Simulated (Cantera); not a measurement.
An isothermal, constant-pressure homogeneous reactor starts with C₂H₆ : N₂ = 1 : 2.1 (molar parts), at 1600 K and 71000 Pa.

Model: GRI-Mech 3.0 (53 species, 325 reactions), integrated in Cantera. GRI-Mech 3.0 stops at C3 and has no aromatics, soot or wall deposition, so with more carbon than oxygen in the feed, carbon stays in small species such as C2H2 where larger ones or solid carbon would form.

Q: Predict: x(C₂H₆) at 200 s; x(HCN) at 200 s; x(CH₂) at 200 s; x(C₂H) at 200 s; x(H₂) at 200 s; x(C₂H₂) at 200 s; x(CH₃) at 200 s.

A: 
```
Quantity                                           Result
----------------  ---------------------------------------
x(C₂H₆) at 200 s  5.84e-6 (gas-phase equilibrium 4.18e-6)
x(HCN) at 200 s     4.55e-6 (gas-phase equilibrium 0.116)
x(CH₂) at 200 s   4.56e-9 (gas-phase equilibrium 3.83e-9)
x(C₂H) at 200 s   6.69e-8 (gas-phase equilibrium 4.64e-8)
x(H₂) at 200 s        0.366 (gas-phase equilibrium 0.370)
x(C₂H₂) at 200 s      0.185 (gas-phase equilibrium 0.129)
x(CH₃) at 200 s   4.55e-5 (gas-phase equilibrium 3.85e-5)
```
